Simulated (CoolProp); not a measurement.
Model: reference Helmholtz-energy equation of state, Thol 2014, in CoolProp.

Problem. Give the vapour pressure (MPa), liquid density (kg/m³), vapour density (kg/m³), surface tension (mN/m) of saturated chloromethane (R40) at 23.75 °C.

Solution. 
```json
[
 {"T (°C)": "23.75", "p (MPa)": "0.557", "liquid density (kg/m³)": "914", "vapour density (kg/m³)": "12.7", "surface tension (mN/m)": "15.6"}
]
```

Surface tension comes from a separate correlation (Mulero 2014).
